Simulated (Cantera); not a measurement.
What does this Cantera script print?

```python
import numpy as np
import cantera as ct

gas_names = """
    CL CL2 H HCL H2 Si SiCL SiCL2 SiCL3 SiCL4 SiH SiHCL3 SiH2 SiH2CL2 SiH3 SiH3CL SiH4 Si2 Si3
""".split()
cond_names = """
    Si(cr) Si(L)
""".split()


# ... load() reads the species with a 1 bar reference pressure and builds the phases ...
atoms = {
    'SiCl4': {'Si': 1, 'CL': 4},
    'Cl2': {'CL': 2},
    'H2': {'H': 2},
}
top_T = {}  # K; cautious upper limits of use, not melting points


# ... equilibrate(T, P, feed) seeds the gas with the atoms and calls Mixture.equilibrate('TP', solver="gibbs", rtol=1e-10, max_steps=50000) ...
results = []
feed = {'SiCl4': 1, 'Cl2': 0.16, 'H2': 36}  # mol
P = 133.322  # Pa
for T in [848, 898, 948, 998, 1048, 1098, 1148, 1198, 1248, 1298, 1348]:
    mix = equilibrate(T, P, feed)
    results.append((T, P, feed, dict(zip(mix.species_names, mix.species_moles))))
    x = sorted(zip(gas.X, gas.species_names), reverse=True)
    print(f"T = {T:g} K  P = {P:g} Pa  gas = {mix.phase_moles(0):.4g} mol")
    print("   x: " + "  ".join(f"{s} {v:.3e}" for v, s in x if v > 0.001))
    print("   condensed (mol): " + ("  ".join(f"{mix.phase(i).name} {mix.phase_moles(i):.4g}"
          for i in range(1, mix.n_phases) if mix.phase_moles(i) > 1e-12) or "none"))
```

It prints:

```
T = 848 K  P = 133.322 Pa  gas = 37.17 mol
   x: H2 9.611e-01  SiCL4 2.360e-02  HCL 1.202e-02  SiHCL3 3.060e-03
   condensed (mol): none
T = 898 K  P = 133.322 Pa  gas = 37.21 mol
   x: H2 9.577e-01  SiCL4 2.178e-02  HCL 1.611e-02  SiHCL3 3.603e-03
   condensed (mol): Si(cr) 0.02473
T = 948 K  P = 133.322 Pa  gas = 37.31 mol
   x: H2 9.503e-01  HCL 2.559e-02  SiCL4 1.903e-02  SiHCL3 3.183e-03  SiCL2 1.049e-03
   condensed (mol): Si(cr) 0.1013
T = 998 K  P = 133.322 Pa  gas = 37.47 mol
   x: H2 9.406e-01  HCL 3.768e-02  SiCL4 1.519e-02  SiHCL3 2.628e-03  SiCL2 2.556e-03  SiCL3 1.258e-03
   condensed (mol): Si(cr) 0.1878
T = 1048 K  P = 133.322 Pa  gas = 37.66 mol
   x: H2 9.294e-01  HCL 5.118e-02  SiCL4 1.048e-02  SiCL2 5.249e-03  SiHCL3 1.946e-03  SiCL3 1.733e-03
   condensed (mol): Si(cr) 0.2676
T = 1098 K  P = 133.322 Pa  gas = 37.86 mol
   x: H2 9.186e-01  HCL 6.346e-02  SiCL2 8.899e-03  SiCL4 5.836e-03  SiCL3 1.922e-03  SiHCL3 1.229e-03
   condensed (mol): Si(cr) 0.3218
T = 1148 K  P = 133.322 Pa  gas = 38.01 mol
   x: H2 9.110e-01  HCL 7.171e-02  SiCL2 1.238e-02  SiCL4 2.537e-03  SiCL3 1.687e-03
   condensed (mol): Si(cr) 0.3434
T = 1198 K  P = 133.322 Pa  gas = 38.09 mol
   x: H2 9.072e-01  HCL 7.549e-02  SiCL2 1.479e-02  SiCL3 1.243e-03
   condensed (mol): Si(cr) 0.3423
T = 1248 K  P = 133.322 Pa  gas = 38.13 mol
   x: H2 9.059e-01  HCL 7.658e-02  SiCL2 1.625e-02
   condensed (mol): Si(cr) 0.3307
T = 1298 K  P = 133.322 Pa  gas = 38.14 mol
   x: H2 9.055e-01  HCL 7.651e-02  SiCL2 1.720e-02
   condensed (mol): Si(cr) 0.3154
T = 1348 K  P = 133.322 Pa  gas = 38.15 mol
   x: H2 9.056e-01  HCL 7.600e-02  SiCL2 1.790e-02
   condensed (mol): Si(cr) 0.2994
```

These are equilibrium values from Cantera (NASA tables, ideal gas, pure condensed phases), not measurements of a reactor. The tables' values for SiCl3 are old estimates; treat these amounts as uncertain.
